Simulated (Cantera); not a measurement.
A perfectly stirred reactor is fed with 34.5 % H2, 34.5 % O2, 30.3 % N2, 0.690 % H2O, equivalence ratio 0.50, at 0.188 atm; it is held at 1250 K, and followed from long to short residence time.

Detailed kinetics in Cantera: the H2/O2 subset of GRI-Mech 3.0, which has no nitrogen chemistry. The temperature is held fixed by assumption; the heat of reaction is taken as removed at once.

One state of this run: x H2 = 0.0183; x O2 = 0.211; x H2O2 = 6.33e-6; x OH = 0.00574; x H = 0.0103; x H2O = 0.389. x: mole fraction; the columns are a selection and need not sum to one.

Question: Which value of τ (s) does it belong to?
A) 0.0031
B) 0.0011
C) 0.0092
D) 0.079

Answer: B, 0.0011
